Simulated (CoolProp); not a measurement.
Vapour-liquid equilibrium of hydrogen sulfide (1) + n-butane (2) at 322.9 K; x and y are mole fractions of (1).

Computed with CoolProp (multi-fluid Helmholtz-energy mixture model, Lemmon 2006 and Bücker 2006; pair parameters Kunz 2012).

**Question.** Give the bubble pressure and the first vapour's composition at x = 0.05, 0.35, 0.95. Is there an azeotrope?

**Answer.** x = 0.05: 0.7101 MPa, y = 0.303; x = 0.35: 1.827 MPa, y = 0.757; x = 0.95: 3.408 MPa, y = 0.976. No azeotrope shows between x = 0.05 and 0.95.

The pair parameters rest on a limited set of measurements; away from them the model extrapolates.
